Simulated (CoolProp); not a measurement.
Vapour-liquid equilibrium of n-heptane (1) + toluene (2) at 4.2 bar; x and y are mole fractions of (1).

The numbers come from the multi-fluid Helmholtz-energy mixture model, Span 2003 and Lemmon 2006; pair parameters Bell 2016 in CoolProp.

| x | bubble temperature, mixture model (°C) | bubble temperature, Raoult's law (°C) | y, mixture model | y, Raoult's law |
|---|---|---|---|---|
| 0.05 | 167.9 | 168.8 | 0.077 | 0.066 |
| 0.125 | 165.8 | 167.6 | 0.179 | 0.160 |
| 0.2 | 164.0 | 166.4 | 0.268 | 0.251 |
| 0.275 | 162.6 | 165.3 | 0.348 | 0.337 |
| 0.35 | 161.3 | 164.2 | 0.422 | 0.419 |
| 0.425 | 160.2 | 163.1 | 0.492 | 0.498 |
| 0.5 | 159.2 | 162.0 | 0.559 | 0.573 |
| 0.575 | 158.4 | 161.0 | 0.625 | 0.645 |
| 0.65 | 157.7 | 160.0 | 0.689 | 0.714 |
| 0.725 | 157.1 | 159.0 | 0.754 | 0.780 |
| 0.8 | 156.6 | 158.0 | 0.820 | 0.843 |
| 0.875 | 156.1 | 157.0 | 0.886 | 0.904 |
| 0.95 | 155.7 | 156.1 | 0.954 | 0.962 |

The largest gap from Raoult's law is -2.9 K in bubble temperature, at x = 0.425. No azeotrope shows between x = 0.05 and 0.95.

Pair parameters are fitted to limited data, so mixtures are less certain than the pure fluids.
